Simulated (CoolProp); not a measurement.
The numbers come from the reference Helmholtz-energy equation of state, Thol 2014 in CoolProp.

Q: For chloromethane (R40), give the phase and the Z, cv (kJ/(kg K)), expansivity (1/kK) at 188.75 °C and 0.776 MPa; 201.45 °C and 0.776 MPa.

A: 
- 188.75 °C and 0.776 MPa: gas; Z 0.970, cv 0.890, expansivity 2.40
- 201.45 °C and 0.776 MPa: gas; Z 0.973, cv 0.905, expansivity 2.31
